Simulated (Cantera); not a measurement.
Equilibrium for abatement and gas-phase synthesis: H2O + O2 + N2

Charge: 1 mol H2O, 2.5 mol O2, 11 mol N2, at 0.00380 bar.

Cantera equilibrium calculation (NASA polynomials, part measured and part estimated; ideal gas, pure solids and liquids). Candidate condensed phases: H2O; 24 gas species. Equilibrium is a limit: real reactors are often held back by kinetics, nucleation or transport.

From 575 K to 2975 K nothing is condensed.

```
T (K)   x N2       x O    x O2       x H     x H2O      x OH      x NO
-----  -----  --------  ------  --------  --------  --------  --------
575    0.759    <1e-12   0.172    <1e-12    0.0690    <1e-12   8.25e-9
775    0.759    <1e-12   0.172    <1e-12    0.0690   1.27e-9   1.14e-6
975    0.759  4.86e-10   0.172    <1e-12    0.0690   2.22e-7   2.10e-5
1175   0.759   9.83e-8   0.172  2.82e-10    0.0690   6.73e-6  0.000143
1375   0.758   4.28e-6   0.172   5.05e-8    0.0689   7.59e-5  0.000558
1575   0.758   7.19e-5   0.171   2.45e-6    0.0687  0.000462   0.00154
1775   0.756  0.000640   0.170   5.00e-5    0.0678   0.00186   0.00336
1975   0.753   0.00364   0.166  0.000551    0.0650   0.00554   0.00620
2175   0.743    0.0148   0.156   0.00379    0.0574    0.0127   0.00999
2375   0.718    0.0454   0.137    0.0171    0.0407    0.0221    0.0141
2575   0.674     0.108   0.102    0.0486    0.0175    0.0255    0.0169
2775   0.626     0.192  0.0582    0.0822   0.00345    0.0170    0.0167
2975   0.595     0.260  0.0238    0.0979  0.000394   0.00736    0.0135
```
x: gas mole fraction; nothing condenses.
